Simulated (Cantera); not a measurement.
Charge: 1 mol MgO, 0.13 mol Br₂, 0.91 mol N₂, equilibrated at 1 atm.

Cantera equilibrium calculation (NASA polynomials, part measured and part estimated; ideal gas, pure solids and liquids). Candidate condensed phases: Br₂, Mg, MgBr₂, MgO; 17 gas species. Rates play no part.

x: gas mole fraction; n: condensed amount in mol.

```tsv
T (°C)	x N₂	x Br	x Br₂	x MgBr₂	x O₂	x NO	x O	n MgO(s)
850	0.872	0.00722	0.121	4.56e-5	2.23e-5	…	2.06e-11	1.000
925	0.869	0.0137	0.117	0.000144	6.99e-5	…	2.00e-10	1.000
1000	0.864	0.0240	0.111	0.000387	0.000188	…	1.47e-9	1.000
1075	0.858	0.0387	0.102	0.000909	0.000441	…	8.52e-9	0.999
1150	0.849	0.0580	0.0904	0.00188	0.000913	…	4.04e-8	0.998
1225	0.838	0.0809	0.0758	0.00347	0.00168	…	1.61e-7	0.996
1300	0.826	0.105	0.0598	0.00571	0.00275	…	5.44e-7	0.994
1375	0.815	0.128	0.0441	0.00845	0.00406	…	1.60e-6	0.991
1450	0.806	0.146	0.0306	0.0114	0.00544	…	4.16e-6	0.987
```

Problem. Some entries are withheld; supply them.

Solution. 
- 850, x NO: 1.13e-6
- 925, x NO: 3.69e-6
- 1000, x NO: 1.04e-5
- 1075, x NO: 2.56e-5
- 1150, x NO: 5.63e-5
- 1225, x NO: 0.000112
- 1300, x NO: 0.000202
- 1375, x NO: 0.000334
- 1450, x NO: 0.000515
